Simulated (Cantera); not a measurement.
A Cantera script and what it prints.

```python
import numpy as np
import cantera as ct

gas_names = [...]  # 121 gases of nasa_gas.yaml made of Al, C, H, O
cond_names = """
    AL(cr) AL(L) AL2O3(a) AL2O3(L) C(gr) C6H6(L) C7H8(L) C8H18(L),n-octa H2O(s) H2O(L)
""".split()


# ... load() reads the species with a 1 bar reference pressure and builds the phases ...
atoms = {
    'Al(CH3)3': {'AL': 1, 'C': 3, 'H': 9},
    'H2O': {'H': 2, 'O': 1},
    'H2': {'H': 2},
}
top_T = {'C(gr)': 4500}  # K; cautious upper limits of use, not melting points


# ... equilibrate(T, P, feed) seeds the gas with the atoms and calls Mixture.equilibrate('TP', solver="vcs", rtol=1e-11, max_steps=5000) ...
results = []
feed = {'Al(CH3)3': 1, 'H2O': 7.4, 'H2': 2.1}  # mol
T = 1198.15  # K
P = 7200  # Pa
mix = equilibrate(T, P, feed)
results.append((T, P, feed, dict(zip(mix.species_names, mix.species_moles))))
print(gas.report(threshold=1e-05))
for i in range(1, mix.n_phases):
    print(f"{mix.phase(i).name:16s} {mix.phase_moles(i):12.5e} mol")
```

Result:

```
       temperature   1198.2 K
          pressure   7200 Pa
           density   0.006745 kg/m^3
  mean mol. weight   9.3324 kg/kmol
   phase of matter   gas

                          1 kg             1 kmol
                     ---------------   ---------------
          enthalpy       -3.5575e+06         -3.32e+07  J
   internal energy        -4.625e+06       -4.3162e+07  J
           entropy             24051        2.2445e+05  J/K
    Gibbs function       -3.2374e+07       -3.0213e+08  J
 heat capacity c_p            3645.3             34019  J/K
 heat capacity c_v            2754.3             25705  J/K

                      mass frac. Y      mole frac. X     chem. pot. / RT
                     ---------------   ---------------   ---------------
                CO           0.45725           0.15235           -41.702
               CO2           0.11376          0.024124           -74.994
                H2           0.14626           0.67706           -20.995
               H2O           0.28273           0.14647           -54.286
     [ +117 minor]        1.3042e-06         1.301e-06

AL(L)             0.00000e+00 mol
AL2O3(a)          5.00000e-01 mol
C(gr)             0.00000e+00 mol
```

Equilibrium computed with Cantera from the NASA thermochemical tables; the gas is ideal and each condensed phase is pure. The feed counts by its element totals alone.
